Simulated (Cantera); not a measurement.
A closed system holds: 1 mol CH₃F, 1 mol HCl, held at 2248.15 K and 3.30 mbar.

Cantera equilibrium calculation (NASA polynomials, part measured and part estimated; ideal gas, pure solids and liquids). Candidate condensed phases: C, C₆H₆, C₇H₈, C₈H₁₈; 118 gas species. The numbers say what is thermodynamically allowed, not how fast it happens.

Base state: HF 0.314, H₂ 0.301, HCl 0.269, H 0.0702, Cl 0.0454, C₂H₂ (acetylene) 0.000997, F 7.39e-5 (mole fractions); condensed: C(graphite).

**Question.** What changes in the equilibrium state with this change: temperature from 2248.15 K to 3423.15 K?

**Answer.** 
```
species            before    after
----------------  -------  -------
H                  0.0702    0.567
Cl                 0.0454    0.158
F                 7.39e-5   0.0957
H₂                  0.301  0.00435
HCl                 0.269  0.00182
C                 1.07e-6   0.0791
C₂                1.67e-7   0.0123
C₃                1.90e-6   0.0169
HF                  0.314   0.0604
C₄                  <1e-9  2.53e-5
C₅                1.67e-9  2.19e-5
CF                1.01e-6  0.00360
CH                7.96e-8  7.31e-5
C(graphite), mol    0.994        0
```
